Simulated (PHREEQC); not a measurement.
Consider water at 25 °C with 3.3 mmol/kgw Na2S, 16 mmol/kgw HCl and 0.33 mmol/kgw FeCl2. Closed to the air; pH follows from the charge balance.

All values are PHREEQC results (ion-association model, wateq4f.dat), not measurements.

```json
[
 {"quantity": "pH", "before": "2.08", "after": "3.57"},
 {"quantity": "FeCl+ (mol/kgw)", "before": "4.57e-6", "after": "4.56e-6"},
 {"quantity": "HS- (mol/kgw)", "before": "5.14e-8", "after": "1.60e-6"},
 {"quantity": "Fe(HS)2 (mol/kgw)", "before": "3.60e-10", "after": "3.47e-7"},
 {"quantity": "SI of Mackinawite (FeS)", "before": "-4.32", "after": "-1.34"},
 {"quantity": "SI of Halite (NaCl)", "before": "-5.65", "after": "-5.65"}
]
```

### Question
Which change was made?
(A) 0.0091 mol/kgw KOH added
(B) Na2S replaced by NaHS at the same molality
(C) Na2S from 0.0033 to 0.00363 mol/kgw
(D) diluted 5-fold with water

### Answer
A, 0.0091 mol/kgw KOH added

This is a speciation only: nothing precipitates in the calculation.
